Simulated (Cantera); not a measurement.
A Cantera script and its output.

```python
import numpy as np
import cantera as ct

gas = ct.Solution("gri30.yaml")
gas.TPX = 1373, 90000, {'CH4': 1, 'H2O': 1.2, 'N2': 0.0063}
reactor = ct.IdealGasConstPressureReactor(gas, energy="off", clone=False)
net = ct.ReactorNet([reactor])
net.rtol, net.atol = 1e-08, 1e-18
show = ['CH4', 'H2O', 'C2H2', 'O', 'H2O2', 'OH']
times = np.geomspace(1e-05, 300, 12)

steps = ct.SolutionArray(gas, extra=["t"])
rows = []
print(f"{'t/s':>10s}{'T/K':>9s}{'P/Pa':>11s}" + "".join(f"{s:>11s}" for s in show))
for t in times:
    while net.time < t:
        t_next = net.step()
        steps.append(gas.state, t=t_next)
    rows.append([np.interp(t, steps.t, y) for y in (steps.T, steps.P, *steps(*show).X.T)])
    print(f"{t:10.3e}{rows[-1][0]:9.1f}{rows[-1][1]:11.4g}" + "".join(f"{x:11.3e}" for x in rows[-1][2:]))
rate = np.gradient(steps.T, steps.t)
print("integrator steps:", len(steps.t))
if steps.T.max() > steps.T[0] + 200:
    print(f"time of steepest temperature rise: {steps.t[rate.argmax()]:.4e} s")
gas.TPX = 1373, 90000, {'CH4': 1, 'H2O': 1.2, 'N2': 0.0063}
gas.equilibrate("TP")
print(f"equilibrium (TP): T = {gas.T:.1f} K  " + "  ".join(f"{s} {gas[s].X[0]:.3e}" for s in show))
```

Result:

```
       t/s      T/K       P/Pa        CH4        H2O       C2H2          O       H2O2         OH
 1.000e-05   1373.0      9e+04  4.532e-01  5.439e-01  3.065e-18  2.500e-17  7.767e-19  5.361e-10
 4.783e-05   1373.0      9e+04  4.532e-01  5.439e-01  2.563e-15  4.832e-16  2.736e-17  2.278e-09
 2.288e-04   1373.0      9e+04  4.532e-01  5.439e-01  1.873e-12  9.577e-15  6.696e-16  1.007e-08
 1.094e-03   1373.0      9e+04  4.532e-01  5.439e-01  8.601e-10  5.827e-14  4.292e-15  2.481e-08
 5.235e-03   1373.0      9e+04  4.530e-01  5.439e-01  7.247e-08  8.566e-14  6.325e-15  3.009e-08
 2.504e-02   1373.0      9e+04  4.520e-01  5.438e-01  5.951e-06  1.793e-13  1.329e-14  4.361e-08
 1.198e-01   1373.0      9e+04  4.457e-01  5.424e-01  5.195e-04  3.004e-13  2.276e-14  5.708e-08
 5.730e-01   1373.0      9e+04  4.143e-01  5.310e-01  9.597e-03  2.124e-13  1.871e-14  5.175e-08
 2.741e+00   1373.0      9e+04  3.164e-01  4.930e-01  3.969e-02  9.904e-14  1.277e-14  4.276e-08
 1.311e+01   1373.0      9e+04  1.764e-01  4.226e-01  6.769e-02  8.241e-14  1.398e-14  4.474e-08
 6.272e+01   1373.0      9e+04  1.650e-01  3.289e-01  4.104e-02  8.216e-14  7.827e-15  3.348e-08
 3.000e+02   1373.0      9e+04  1.387e-01  2.199e-01  1.414e-02  6.654e-14  2.742e-15  1.981e-08
integrator steps: 1580
equilibrium (TP): T = 1373.0 K  CH4 3.900e-05  H2O 4.116e-02  C2H2 3.516e-10  O 1.176e-14  H2O2 6.544e-17  OH 3.061e-09
```

Model: GRI-Mech 3.0 (53 species, 325 reactions), integrated in Cantera.
